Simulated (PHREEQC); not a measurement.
# Reverse-osmosis reject

A made-up water analysis in mg/kgw, 5 °C, pH 6.76:

| constituent | mg/kgw |
|---|---|
| Na | 1840 |
| K | 773 |
| Ca | 131 |
| Mg | 256 |
| Cl | 4450 |
| S(6) as SO4 | 103 |
| Alkalinity as HCO3 | 67 |
| Br | 3.48 |
| B | 24.6 |

Valence states are taken as typed.

Equilibrium calculation in PHREEQC: Pitzer model, pitzer.dat.

```yaml
ionic_strength: 0.143 mol/kgw
specific_conductance: 7870 µS/cm
density: 1.006 g/cm³
osmotic_coefficient: 0.916
charge_balance_error: -0.5 %
```

| species | molality | activity | log γ |
|---|---|---|---|
| Cl- | 0.126 | 0.0932 | -0.129 |
| Na+ | 0.0800 | 0.0618 | -0.112 |
| K+ | 0.0198 | 0.0149 | -0.122 |
| Mg+2 | 0.0105 | 0.00382 | -0.441 |
| Ca+2 | 0.00327 | 0.00115 | -0.453 |
| B(OH)3 | 0.00226 | 0.00227 | 0.001 |
| HCO3- | 0.00108 | 0.000888 | -0.086 |
| SO4-2 | 0.00107 | 0.000257 | -0.620 |
| CO2 | 0.000487 | 0.000497 | 0.009 |
| Br- | 4.36e-5 | 3.26e-5 | -0.126 |
| B(OH)4- | 1.10e-5 | 7.50e-6 | -0.166 |
| MgB(OH)4+ | 9.45e-7 | 7.17e-7 | -0.120 |

No solid was allowed to form. Constants without temperature data keep their 25 °C values here.
